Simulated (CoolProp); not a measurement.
The fluoroketone C6F12O (FK-5-1-12) at 478.37 K and 7.01 MPa is throttled through a valve to 3.7 MPa with no heat exchange. Each further row changes one setting.

Computed with CoolProp (reference Helmholtz-energy equation of state, McLinden 2015).

```tsv
case	temperature change (K)	final phase	final density (kg/m³)
as stated	___	supercritical	807
outlet pressure 1.11 MPa	___	___	___
outlet pressure 4.81 MPa	-3.0	supercritical	___
```

### Question
Some entries are withheld; supply them.

### Answer

- as stated, temperature change (K): -6.2
- outlet pressure 1.11 MPa, temperature change (K): -40.3
- outlet pressure 1.11 MPa, final phase: gas
- outlet pressure 1.11 MPa, final density (kg/m³): 130
- outlet pressure 4.81 MPa, final density (kg/m³): 909
